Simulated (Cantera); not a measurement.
Input: 1 mol SF₆, 0.055 mol H₂, at 898 K and 20.0 Pa.

Method: chemical equilibrium by Gibbs-energy minimisation in Cantera with the NASA 1993 tables (ideal gas, pure condensed phases). Candidate condensed phases: S; 24 gas species. The tables' values for SF₃ are old estimates; treat these amounts as uncertain. Rates play no part.

Base state: SF₆ 0.851, HF 0.0991, SF₄ 0.0495, SF₃ 1.83e-5, F 1.14e-5 (mole fractions); condensed: gas only.

Q: What changes in the equilibrium state with this change: SF₆ replaced by CS₂?

A: 
```tsv
species	before	after
CS₂	0	0.851
S₂	<1e-9	0.0958
H₂S	<1e-9	0.0355
SF₆	0.851	0
HF	0.0991	0
SF₄	0.0495	0
H₂	<1e-9	0.0175
SF₃	1.83e-5	0
SH	<1e-9	1.21e-5
F	1.14e-5	0
C(graphite), mol	0	0.118
```
Gases not in the tables: S₃ to S₇. Further candidate phases: C, C₆H₆, C₇H₈, C₈H₁₈.

Q: What changes in the equilibrium state with this change: H₂ from 0.055 to 0.91 mol?

A: 
```tsv
species	before	after
HF	0.0991	0.645
SF₄	0.0495	0.318
SF₆	0.851	0.0340
SF₂	1.29e-6	0.00133
SF₃	1.83e-5	0.00149
F	1.14e-5	9.00e-7
```
